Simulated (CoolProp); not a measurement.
Hydrogen chloride along the isobar 9.07 MPa: Z from the reference equation and from simpler models built on Tc = 51.5 °C, pc = 8.314 MPa, ω = 0.130; each cubic takes its own stable root.

Values from CoolProp's reference Helmholtz-energy equation of state, Thol 2018.

| T (°C) | phase | reference |
|---|---|---|
| -71.05 | liquid | 0.1692 |
| -47.95 | liquid | 0.1600 |
| -24.95 | liquid | 0.1542 |
| -1.85 | liquid | 0.1520 |
| 21.25 | liquid | 0.1551 |
| 44.25 | liquid | 0.1727 |
| 67.35 | supercritical | 0.5306 |
| 90.45 | supercritical | 0.6760 |
| 113.45 | supercritical | 0.7528 |
| 136.55 | supercritical | 0.8039 |
| 159.65 | supercritical | 0.8409 |

Problem. How far does each simpler model (Redlich-Kwong, Soave-Redlich-Kwong, Peng-Robinson) lie from the reference over these 11 states: mean and median of the absolute difference, and the worst?

Solution. 
- Redlich-Kwong: mean 11.2 %, median 14.7 %, worst +28.8 % at 44.25 °C and 9.07 MPa
- Soave-Redlich-Kwong: mean 11.4 %, median 13.5 %, worst +27.3 % at 44.25 °C and 9.07 MPa
- Peng-Robinson: mean 2.8 %, median 0.8 %, worst +14.2 % at 44.25 °C and 9.07 MPa
